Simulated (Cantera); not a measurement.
Charge: 1 mol C3H8, 0.28 mol O2, equilibrated at 2100 K and 6900 Pa.

These are equilibrium values from Cantera (NASA tables, ideal gas, pure condensed phases), not measurements of a reactor. Candidate condensed phases: C, C6H6, C7H8, C8H18, H2O; 110 gas species. Kinetics and transport are ignored.

Base state: H2 0.866, CO 0.122, H 0.0110, C2H2 (acetylene) 0.00125, CH4 1.71e-5 (mole fractions); condensed: C(graphite).

Task: What changes in the equilibrium state with this change: C3H8 replaced by C?

Result: 
```tsv
species	before	after
CO	0.122	1.000
H2	0.866	0
H	0.0110	0
C2H2 (acetylene)	0.00125	0
CH4	1.71e-5	0
C(graphite), mol	2.43	0.440
```
